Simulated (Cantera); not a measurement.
Equilibrium for nitride etching: Si3N4 + HF + N2 + O2

Input: 1 mol Si3N4, 11 mol HF, 1.3 mol N2, a varied amount of O2, held at 1025 K and 0.0133 bar.

Method: chemical equilibrium by Gibbs-energy minimisation in Cantera with the NASA 1993 tables (ideal gas, pure condensed phases). Candidate condensed phases: H2O, Si, SiO2, Si2N2O, Si3N4; 58 gas species. Kinetics and transport are ignored.

From 0.73 mol O2 to 4.4 mol O2 the condensed part is SiO2(β-quartz). The main Si-bearing gas is SiF4 throughout. The share of Si in condensed phases is highest at 4.4 mol O2 (62.8 %) and lowest at 0.73 mol O2 (22.4 %).

```
n(O2) (mol)   x HF      x H2   x N2  x SiF4    x H2O    x O2  n SiO2(β-quartz)
-----------  -----  --------  -----  ------  -------  ------  ----------------
0.73         0.141     0.379  0.276   0.194  0.00954  <1e-12             0.673
0.95         0.193     0.338  0.272   0.178   0.0187  <1e-12             0.837
1.2          0.246     0.293  0.268   0.162   0.0316  <1e-12              1.01
1.6          0.317     0.223  0.263   0.140   0.0566  <1e-12              1.24
2            0.377     0.157  0.259   0.121   0.0859  <1e-12              1.45
2.6          0.450    0.0615  0.254  0.0987    0.136  <1e-12              1.72
3.4          0.478   1.52e-9  0.243  0.0833    0.167  0.0295              1.87
4.4          0.448  7.74e-10  0.226  0.0765    0.153  0.0960              1.88
```
x: gas mole fraction; n: condensed amount in mol.
